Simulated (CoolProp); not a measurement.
Values from CoolProp's reference Helmholtz-energy equation of state, Lemmon 2006. It is a short technical equation, of lower accuracy than the large ones.

Problem. Give the vapour pressure (MPa), liquid density (kg/m³), vapour density (kg/m³), enthalpy of vaporisation (kJ/kg) of saturated nitrous oxide at -46.55, -20.55 °C.

Solution. 
| T (°C) | p (MPa) | liquid density (kg/m³) | vapour density (kg/m³) | enthalpy of vaporisation (kJ/kg) |
|---|---|---|---|---|
| -46.55 | 0.739 | 1100 | 19.3 | 321 |
| -20.55 | 1.77 | 1000 | 45.9 | 278 |
